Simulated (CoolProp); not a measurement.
Vapour-liquid equilibrium of ethane (1) + propylene (2) at 193.2 K; x and y are mole fractions of (1).

The numbers come from the multi-fluid Helmholtz-energy mixture model, Bücker 2006 and Lemmon 2013; pair parameters Bell 2016 in CoolProp.

```tsv
x	bubble pressure, mixture model (MPa)	bubble pressure, Raoult's law (MPa)	y, mixture model	y, Raoult's law
0.05	0.02554	0.02453	0.345	0.322
0.2	0.04811	0.04558	0.701	0.692
0.35	0.06917	0.06662	0.827	0.829
0.5	0.08947	0.08766	0.894	0.900
0.65	0.1095	0.1087	0.937	0.944
0.8	0.1298	0.1297	0.968	0.973
0.95	0.1507	0.1508	0.993	0.994
```

The largest gap from Raoult's law is +5.6 % in bubble pressure, at x = 0.2. No azeotrope shows between x = 0.05 and 0.95.

The pair parameters rest on a limited set of measurements; away from them the model extrapolates.
